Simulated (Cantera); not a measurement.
Input: 1 mol Si, 1.5 mol H2, held at 848.15 K and 17.0 bar.

Method: chemical equilibrium by Gibbs-energy minimisation in Cantera with the NASA 1993 tables (ideal gas, pure condensed phases). Candidate condensed phases: Si; 9 gas species. The numbers say what is thermodynamically allowed, not how fast it happens.

Base state: H2 1.000 (mole fractions); condensed: Si(s).

**Question.** What changes in the equilibrium state with this change: Si replaced by SiCl4?

**Answer.** 
```json
[
 {"species": "H2", "before": "1.000", "after": "0.581"},
 {"species": "SiCl4", "before": "0", "after": "0.381"},
 {"species": "HCl", "before": "0", "after": "0.0191"},
 {"species": "SiHCl3", "before": "0", "after": "0.0189"},
 {"species": "SiH2Cl2", "before": "0", "after": "8.20e-5"},
 {"species": "SiCl3", "before": "0", "after": "1.04e-5"},
 {"species": "Si(s), mol", "before": "1.000", "after": "0"}
]
```
The tables' values for SiCl3 are old estimates; treat these amounts as uncertain.
